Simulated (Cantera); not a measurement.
Feed: 1 mol SiH2Cl2, 0.54 mol O3, 1.3 mol H2, held at 798.15 K and 7.50 Torr.

Equilibrium computed with Cantera from the NASA thermochemical tables; the gas is ideal and each condensed phase is pure. Candidate condensed phases: H2O, Si, SiO2; 30 gas species. Kinetics and transport are ignored.

Base state: H2 0.540, HCl 0.399, SiCl4 0.0610, SiHCl3 7.29e-5 (mole fractions); condensed: SiO2(α-quartz).

**Question.** What changes in the equilibrium state with this change: O3 from 0.54 to 0.39 mol?

**Answer.** 
```
species               before     after
-------------------  -------  --------
H2                     0.540     0.738
SiCl4                 0.0610     0.143
HCl                    0.399     0.119
SiHCl3               7.29e-5  0.000785
SiO2(α-quartz), mol    0.810     0.585
```
